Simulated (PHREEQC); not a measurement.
A solution holds 0.017 mol NaH2PO4, 0.0036 mol NaOH and 0.016 mol H3AsO4 per kg of water, at 25 °C. Closed to the air; pH follows from the charge balance.

The numbers come from PHREEQC with the ion-association model, wateq4f.dat.

```csv
quantity,before,after
pH,2.57,2.44
ionic strength (mol/kgw),0.0236,0.0215
H2PO4- (mol/kgw),0.0127,0.0116
H3AsO4 (mol/kgw),0.00504,0.00616
H3PO4 (mol/kgw),0.00432,0.00539
```

Problem. Which change was made?
(A) H3AsO4 replaced by Na2HAsO4 at the same molality
(B) temperature from 25 to 45 °C
(C) NaH2PO4 from 0.017 to 0.0187 mol/kgw
(D) NaOH from 0.0036 to 0.00036 mol/kgw
(E) diluted 2-fold with water

Solution. D, NaOH from 0.0036 to 0.00036 mol/kgw

No solid was allowed to form. H3PO4, which wateq4f.dat lacks, is added to it with the constant of phreeqc.dat.
